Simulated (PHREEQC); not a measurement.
A solution holds 0.022 mol ZnSO4, 0.00079 mol H3BO3 and 4.7e-05 mol FeSO4 per kg of water, at 25 °C. Closed to the air; pH follows from the charge balance.

Equilibrium calculation in PHREEQC: ion-association model, phreeqc.dat.

No solid was allowed to form.

Question: What pH does the model give?

Answer: pH 5.66.

Question: In which forms is S present?

Answer: SO4-2 57 %, ZnSO4 36 %, Zn(SO4)2-2 7.5 % of the S.
